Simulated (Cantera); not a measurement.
Feed: 1 mol MgCO₃, 0.081 mol H₂, 0.08 mol H₂O, equilibrated at 1202 °C and 0.133 bar.

Method: chemical equilibrium by Gibbs-energy minimisation in Cantera with the NASA 1993 tables (ideal gas, pure condensed phases). The numbers say what is thermodynamically allowed, not how fast it happens.

| species | before | after |
|---|---|---|
| CO₂ | 0.796 | 0.775 |
| H₂O | 0.134 | 0.133 |
| CO | 0.0653 | 0.0796 |
| O₂ | 1.24e-8 | 0.00592 |
| Mg(OH)₂ | 1.70e-8 | 1.11e-5 |
| O | <1e-9 | 0.000289 |
| OH | 1.88e-6 | 0.00253 |
| H | 2.37e-6 | 0.000444 |
| H₂ | 0.00444 | 0.00278 |
| MgO(s), mol | 1.00 | 1.000 |
Gas species are given as mole fractions.

### Question
Name the change that produced these shifts.
A. H₂ from 0.081 to 1.2 mol
B. temperature from 1202 °C to 1825 °C
C. temperature from 1202 °C to 1950 °C
D. temperature from 1202 °C to 252 °C

### Answer
B, temperature from 1202 °C to 1825 °C
